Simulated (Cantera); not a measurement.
Charge: 1 mol Fe2O3, a varied amount of H2, equilibrated at 2150 K and 13.3 mbar.

These are equilibrium values from Cantera (NASA tables, ideal gas, pure condensed phases), not measurements of a reactor. Candidate condensed phases: Fe, FeO, Fe(OH)2, Fe(OH)3, Fe2O3, Fe3O4, H2O; 12 gas species. Kinetics and transport are ignored.

At 280 mol H2, list the 5 most abundant gas species with their mole fractions, and the condensed phases.

H2 0.947, H 0.0355, H2O 0.0104, Fe 0.00696, OH 5.04e-5. Condensed: gas only.
